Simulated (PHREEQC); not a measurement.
A made-up water analysis in mmol/kgw, 25 °C, pH 4.04, pe 10.5:

```
constituent                mmol/kgw
-------------------------  --------
Na                             2.56
K                              3.99
Ca                             0.27
Mg                           0.0464
Cl                             2.39
S(6)                           2.46
O(0) (counted as O atoms)    0.0154
```

Valence states are taken as typed.

Computed with PHREEQC (ion-association model, phreeqc.dat).

| quantity | before | after |
|---|---|---|
| Ca+2 (mol/kgw) | 0.000228 | 0.000188 |
| KSO4- (mol/kgw) | 4.31e-5 | 0.000112 |
| CaSO4 (mol/kgw) | 4.25e-5 | 8.21e-5 |
| Mg+2 (mol/kgw) | 3.72e-5 | 2.93e-5 |
| NaSO4- (mol/kgw) | 1.99e-5 | 5.21e-5 |
| SI of Gypsum (CaSO4:2H2O) | -2.04 | -1.75 |
| SI of Halite (NaCl) | -6.88 | -6.91 |

Question: Name the change that produced these shifts.
A. temperature from 25 to 70 °C at the same typed pH
B. S(6) from 2.46 to 7.38 mmol/kgw
C. K from 3.99 to 2 mmol/kgw

Answer: B, S(6) from 2.46 to 7.38 mmol/kgw

This is a speciation only: nothing precipitates in the calculation.
